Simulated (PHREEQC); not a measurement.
2.7 g of hydrous ferric oxide (600 m²/g; 0.2 weak and 0.005 strong sites per Fe, Dzombak-Morel constants, diffuse double layer) in 1 kg of water with 0.05 mol/kgw of an inert sodium salt, at 25 °C; the pH is set by adding NaOH or the inert anion's acid. Oxygen alone is held at its pressure in air (log pO2 = -0.68). CO2 from the air is kept out. Precipitation was switched off in this run.

All values are PHREEQC results (ion-association model, wateq4f.dat), not measurements.

| pH | surface charge σ (C/m²) | surface potential ψ (mV) |
|---|---|---|
| 3 | 0.358 | 168 |
| 3.5 | 0.336 | 165 |
| 4 | 0.296 | 159 |
| 4.5 | 0.240 | 149 |
| 5 | 0.182 | 135 |
| 5.5 | 0.131 | 118 |
| 6 | 0.089 | 99 |
| 6.5 | 0.058 | 78 |
| 7 | 0.034 | 56 |
| 7.5 | 0.017 | 31 |
| 8 | 0.003 | 6 |
| 8.5 | -0.010 | -20 |
| 9 | -0.026 | -45 |
| 9.5 | -0.047 | -69 |
| 10 | -0.074 | -90 |
| 10.5 | -0.111 | -110 |
| 11 | -0.159 | -127 |

Species that the database lacks are ignored. The oxide is taken as insoluble; below pH 4 it would dissolve.
